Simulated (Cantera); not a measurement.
Cantera with NASA thermochemical tables; ideal gases at 1 bar, condensed phases pure. Values are per mole of reaction as written; species without (g) are pure solids or liquids, kept so even where they would boil at 1 bar.

CO(g) + Pb ⇌ C + PbO(g)

```json
[
 {"T (K)": "300", "ΔH° (kJ)": "180.8", "ΔS° (J/K)": "-16.8", "ΔG° (kJ)": "185.8", "log10 K": "-32.35", "condensed phases": "Pb(s), C(graphite)"},
 {"T (K)": "575", "ΔH° (kJ)": "(withheld)", "ΔS° (J/K)": "(withheld)", "ΔG° (kJ)": "(withheld)", "log10 K": "(withheld)", "condensed phases": "Pb(s), C(graphite)"},
 {"T (K)": "650", "ΔH° (kJ)": "(withheld)", "ΔS° (J/K)": "(withheld)", "ΔG° (kJ)": "(withheld)", "log10 K": "(withheld)", "condensed phases": "Pb(l), C(graphite)"},
 {"T (K)": "725", "ΔH° (kJ)": "(withheld)", "ΔS° (J/K)": "(withheld)", "ΔG° (kJ)": "(withheld)", "log10 K": "(withheld)", "condensed phases": "Pb(l), C(graphite)"},
 {"T (K)": "800", "ΔH° (kJ)": "171.6", "ΔS° (J/K)": "-34.2", "ΔG° (kJ)": "198.9", "log10 K": "-12.99", "condensed phases": "Pb(l), C(graphite)"},
 {"T (K)": "875", "ΔH° (kJ)": "171.2", "ΔS° (J/K)": "-34.6", "ΔG° (kJ)": "201.5", "log10 K": "-12.03", "condensed phases": "Pb(l), C(graphite)"},
 {"T (K)": "950", "ΔH° (kJ)": "170.8", "ΔS° (J/K)": "-35.0", "ΔG° (kJ)": "204.1", "log10 K": "-11.22", "condensed phases": "Pb(l), C(graphite)"},
 {"T (K)": "1025", "ΔH° (kJ)": "170.5", "ΔS° (J/K)": "-35.3", "ΔG° (kJ)": "206.7", "log10 K": "-10.53", "condensed phases": "Pb(l), C(graphite)"},
 {"T (K)": "1100", "ΔH° (kJ)": "170.3", "ΔS° (J/K)": "-35.5", "ΔG° (kJ)": "209.4", "log10 K": "-9.94", "condensed phases": "Pb(l), C(graphite)"},
 {"T (K)": "1175", "ΔH° (kJ)": "(withheld)", "ΔS° (J/K)": "(withheld)", "ΔG° (kJ)": "(withheld)", "log10 K": "(withheld)", "condensed phases": "Pb(l), C(graphite)"}
]
```

Q: Fill in the missing entries.

A: 
- 575, ΔH° (kJ): 177.9
- 575, ΔS° (J/K): -23.9
- 575, ΔG° (kJ): 191.6
- 575, log10 K: -17.41
- 650, ΔH° (kJ): 172.5
- 650, ΔS° (J/K): -32.8
- 650, ΔG° (kJ): 193.8
- 650, log10 K: -15.58
- 725, ΔH° (kJ): 172.0
- 725, ΔS° (J/K): -33.6
- 725, ΔG° (kJ): 196.3
- 725, log10 K: -14.15
- 1175, ΔH° (kJ): 170.0
- 1175, ΔS° (J/K): -35.8
- 1175, ΔG° (kJ): 212.0
- 1175, log10 K: -9.43
